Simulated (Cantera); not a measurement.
Feed: 1 mol Si3N4, 0.055 mol H2O, 2.3 mol H2, held at 1327 °C.

Method: chemical equilibrium by Gibbs-energy minimisation in Cantera with the NASA 1993 tables (ideal gas, pure condensed phases). Candidate condensed phases: H2O, Si, SiO2, Si2N2O, Si3N4; 35 gas species. Mutual solubility and eutectic melting of coexisting phases are not modelled. The tables' values for SiN are old estimates; treat these amounts as uncertain. Equilibrium is a limit: real reactors are often held back by kinetics, nucleation or transport.

x: gas mole fraction; n: condensed amount in mol.

```csv
P (Pa),x H2,x N2,x Si,x H,x SiO,x Si2,n Si(s),n Si2N2O(s),n Si3N4(s)
0.100,0.454,0.401,0.0975,0.0366,0.0110,0.000243,…,0,0
0.600,0.513,0.442,0.0163,0.0159,0.0122,4.05e-5,2.87,0,0
3.60,0.527,0.451,0.00271,0.00658,0.0124,6.75e-6,2.93,0,0
22,0.532,0.453,0.000443,0.00267,0.0124,1.10e-6,2.94,0,0
130,0.762,0.230,7.50e-5,0.00132,0.00648,1.87e-7,…,0.0350,0.627
770,0.959,0.0388,1.27e-5,0.000607,0.00109,3.16e-8,…,0.0523,0.926
4600,0.992,0.00778,1.88e-6,0.000252,0.000172,4.16e-9,0,0.0546,0.963
28000,0.992,0.00773,9.31e-8,0.000102,1.55e-5,6.20e-11,0,0.0550,0.963
170000,0.992,0.00772,4.61e-9,4.15e-5,1.40e-6,<1e-12,0,0.0550,0.963
1000000,0.992,0.00770,2.41e-10,1.71e-5,1.32e-7,<1e-12,0,0.0550,0.963
```

Q: Fill in the missing entries.

A: 
- 0.100, n Si(s): 2.45
- 130, n Si(s): 1.03
- 770, n Si(s): 0.114
